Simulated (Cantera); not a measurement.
Input (Python, Cantera):

```python
import numpy as np
import cantera as ct

gas = ct.Solution("gri30.yaml")
gas.TPX = 1075, 500000, {'CH4': 1, 'C2H6': 0.23, 'O2': 4.84, 'N2': 18.2}
reactor = ct.IdealGasConstPressureReactor(gas, energy="on", clone=False)
net = ct.ReactorNet([reactor])
net.rtol, net.atol = 1e-08, 1e-16
show = ['CH4', 'C2H6', 'O2', 'H', 'OH']
times = np.geomspace(8e-06, 0.9, 15)

steps = ct.SolutionArray(gas, extra=["t"])
rows = []
print(f"{'t/s':>10s}{'T/K':>9s}{'P/Pa':>11s}" + "".join(f"{s:>11s}" for s in show))
for t in times:
    while net.time < t:
        t_next = net.step()
        steps.append(gas.state, t=t_next)
    rows.append([np.interp(t, steps.t, y) for y in (steps.T, steps.P, *steps(*show).X.T)])
    print(f"{t:10.3e}{rows[-1][0]:9.1f}{rows[-1][1]:11.4g}" + "".join(f"{x:11.3e}" for x in rows[-1][2:]))
rate = np.gradient(steps.T, steps.t)
print("integrator steps:", len(steps.t))
if steps.T.max() > steps.T[0] + 200:
    print(f"time of steepest temperature rise: {steps.t[rate.argmax()]:.4e} s")
gas.TPX = 1075, 500000, {'CH4': 1, 'C2H6': 0.23, 'O2': 4.84, 'N2': 18.2}
gas.equilibrate("HP")
print(f"equilibrium (HP): T = {gas.T:.1f} K  " + "  ".join(f"{s} {gas[s].X[0]:.3e}" for s in show))
```

Output:

```
       t/s      T/K       P/Pa        CH4       C2H6         O2          H         OH
 8.000e-06   1075.0      5e+05  4.120e-02  9.477e-03  1.994e-01  3.829e-13  1.469e-12
 1.836e-05   1075.0      5e+05  4.120e-02  9.477e-03  1.994e-01  7.449e-13  3.303e-12
 4.214e-05   1075.0      5e+05  4.120e-02  9.477e-03  1.994e-01  1.542e-12  7.212e-12
 9.671e-05   1075.0      5e+05  4.120e-02  9.477e-03  1.994e-01  3.275e-12  1.496e-11
 2.220e-04   1075.0      5e+05  4.120e-02  9.477e-03  1.994e-01  7.199e-12  2.922e-11
 5.094e-04   1075.0      5e+05  4.120e-02  9.476e-03  1.994e-01  1.745e-11  5.965e-11
 1.169e-03   1075.0      5e+05  4.120e-02  9.475e-03  1.994e-01  5.668e-11  1.752e-10
 2.683e-03   1075.0      5e+05  4.120e-02  9.470e-03  1.994e-01  3.960e-10  1.054e-09
 6.158e-03   1075.9      5e+05  4.109e-02  9.349e-03  1.992e-01  9.890e-09  2.273e-08
 1.413e-02   2261.5      5e+05  3.023e-20  1.112e-37  8.253e-02  5.963e-05  3.500e-03
 3.244e-02   2257.3      5e+05  2.860e-20  9.996e-38  8.151e-02  5.778e-05  3.434e-03
 7.445e-02   2251.1      5e+05  2.625e-20  8.480e-38  8.001e-02  5.513e-05  3.338e-03
 1.709e-01   2246.4      5e+05  2.455e-20  7.462e-38  7.887e-02  5.319e-05  3.267e-03
 3.921e-01   2245.4      5e+05  2.421e-20  7.266e-38  7.864e-02  5.280e-05  3.253e-03
 9.000e-01   2245.4      5e+05  2.420e-20  7.263e-38  7.863e-02  5.279e-05  3.252e-03
integrator steps: 2155
time of steepest temperature rise: 1.0905e-02 s
equilibrium (HP): T = 2245.4 K  CH4 3.720e-20  C2H6 1.220e-37  O2 7.863e-02  H 5.279e-05  OH 3.252e-03
```

Detailed kinetics in Cantera: GRI-Mech 3.0 (53 species, 325 reactions).
